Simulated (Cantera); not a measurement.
Mixture: CH4 : H2 : O2 : N2 = 1 : 1.2 : 1.37 : 5.15 (molar parts), equivalence ratio 1.9, at 92000 Pa, adiabatic and at constant pressure. Ignition delay is the time to a rise of 400 K.

Computed with Cantera and GRI-Mech 3.0 (53 species, 325 reactions). Below about 1000 K GRI-Mech 3.0 lacks low-temperature oxidation paths.

Question: Predict: delay at 975 K; delay at 1175 K; delay at 1375 K; delay at 1575 K; delay at 1775 K; apparent activation energy between 1575 and 1775 K.

Answer: 
* **delay at 975 K**: 12.9 ms
* **delay at 1175 K**: 1.50 ms
* **delay at 1375 K**: 0.324 ms
* **delay at 1575 K**: 0.102 ms
* **delay at 1775 K**: 42.4 µs
* **apparent activation energy between 1575 and 1775 K**: 100 kJ/mol
